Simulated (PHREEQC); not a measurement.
HCl is added in steps, without added water, to 1 kg of water holding 2.7 mol KOH, 2.1 mol KCl and 0.78 mol KBr, at 25 °C. CO2 from the air is kept out. The run lets Sylvite precipitate or redissolve, and no other solid.

Base run: PHREEQC, Pitzer model, pitzer.dat. Each further column changes one thing. The table gives pH.

```tsv
HCl added (mol)	base	KBr from 0.78 to 0.702 mol/kgw	1.8 mol/kgw Na2SO4 added	KOH from 2.7 to 2.97 mol/kgw
0	14.78	14.78	14.59	14.87
0.35	14.67	14.67	14.49	14.77
0.5833	14.59	14.59	14.41	14.69
0.9333	14.46	14.46	14.28	14.57
1.283	14.32	14.32	14.14	14.44
1.517	14.21	14.21	14.04	14.35
1.867	14.01	14.01	13.84	14.17
2.217	13.73	13.73	13.56	13.96
2.45	13.41	13.41	13.25	13.76
2.8	0.70	0.71	1.01	13.23
```

In brines, pH and single-ion activities rest on the MacInnes convention. Solids allowed in the column '1.8 mol/kgw Na2SO4 added': Arcanite, Glaserite, Halite, Mirabilite, Misenite, Sylvite, Thenardite.
